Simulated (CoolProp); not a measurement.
Vapour-liquid equilibrium of R13 (1) + n-butane (2) at 218 K; x and y are mole fractions of (1).

Model: multi-fluid Helmholtz-energy mixture model, Platzer 1990 and Bücker 2006; pair parameters Bell 2016, in CoolProp. This equation is an older, rougher fit; its heat capacities, sound speeds and derivatives of the liquid may be far off and weren't checked against measurements.

```
x     bubble pressure, mixture model (MPa)  bubble pressure, Raoult's law (MPa)  y, mixture model  y, Raoult's law
----  ------------------------------------  -----------------------------------  ----------------  ---------------
0.05                               0.04573                              0.02364             0.853            0.724
0.15                                0.1062                              0.05717             0.940            0.898
0.25                                0.1495                              0.09069             0.960            0.943
0.35                                0.1817                               0.1242             0.969            0.964
0.45                                0.2069                               0.1577             0.975            0.976
0.55                                0.2286                               0.1913             0.979            0.984
0.65                                0.2494                               0.2248             0.983            0.989
0.75                                0.2712                               0.2583             0.987            0.993
0.85                                0.2958                               0.2918             0.991            0.996
0.95                                0.3251                               0.3254             0.997            0.999
```

The largest gap from Raoult's law is +93.4 % in bubble pressure, at x = 0.05. No azeotrope shows between x = 0.05 and 0.95.

The pair parameters rest on a limited set of measurements; away from them the model extrapolates. With so large a gap from Raoult's law the liquid may split in two, which this calculation doesn't test in full.
